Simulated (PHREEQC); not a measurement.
Buffer

Solution (35 °C): 0.64 mol NH4Cl, 0.11 mol NH3 and 0.017 mol LiCl per kg of water. Closed to the air; pH follows from the charge balance.

Model: ion-association model, wateq4f.dat, run in PHREEQC.

The pH comes out as 8.31. The ionic strength is 0.657 mol/kgw. The activity of water is 0.976. The total alkalinity comes out as 110 meq/kg.

| species | molality | activity | log γ |
|---|---|---|---|
| Cl- | 0.657 | 0.407 | -0.207 |
| NH4+ | 0.640 | 0.474 | -0.130 |
| NH3 | 0.110 | 0.110 | 0.000 |
| Li+ | 0.0170 | 0.0117 | -0.162 |
| OH- | 6.80e-6 | 4.12e-6 | -0.217 |
| H+ | 6.46e-9 | 4.86e-9 | -0.123 |

No solid was allowed to form. Species that the database lacks are ignored.
